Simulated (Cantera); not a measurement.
A freely propagating, adiabatic, planar premixed flame of H₂ : O₂ : N₂ = 1 : 0.417 : 1.96 (molar parts), equivalence ratio 1.2, unburnt at 375 K and 2.70 bar; mixture-averaged transport, grid criteria slope 0.08 and curve 0.16, no radiation.

Model: the H2/O2 subset of GRI-Mech 3.0, which has no nitrogen chemistry, integrated in Cantera. The hydrogen kinetics of GRI-Mech 3.0 are dated; newer H2 mechanisms differ, most at raised pressure. Burning velocities carry a grid error of a few per cent, more on coarse grids.

Problem. What does this change do: inlet temperature 375 to 700 K?

Solution. 
```tsv
quantity	before	after
laminar burning velocity	291 cm/s	945 cm/s
thermal thickness	0.108 mm	0.147 mm
peak x(OH)	0.00932	0.0134
peak x(H₂O₂)	0.000112	1.93e-5
peak x(H)	0.0339	0.0517
peak x(O)	0.00482	0.00795
```
